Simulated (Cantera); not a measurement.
Feed: 1 mol PbO, a varied amount of C, 0.28 mol CO, at 1425 °C and 82.5 Torr.

Equilibrium computed with Cantera from the NASA thermochemical tables; the gas is ideal and each condensed phase is pure. Candidate condensed phases: C, Pb, PbO, PbO₂, Pb₃O₄; 15 gas species. Kinetics and transport are ignored.

**Question.** Which condensed phases are stable at each of these points (n(C) (mol)): 0.93, 1.1, 1.4, 1.7, 2, 2.4, 3, 3.6, 4.3, 5.3?

**Answer.** 
```tsv
n(C) (mol)	condensed phases	Pb condensed (%)
0.93	gas only	0.0
1.1	C(graphite)	0.0
1.4	C(graphite)	0.0
1.7	C(graphite)	0.0
2	C(graphite)	0.0
2.4	C(graphite)	0.0
3	C(graphite)	0.0
3.6	C(graphite)	0.0
4.3	C(graphite)	0.0
5.3	C(graphite)	0.0
```

At 0.93 mol C nothing is condensed. From 1.1 mol C to 5.3 mol C the condensed part is C(graphite).
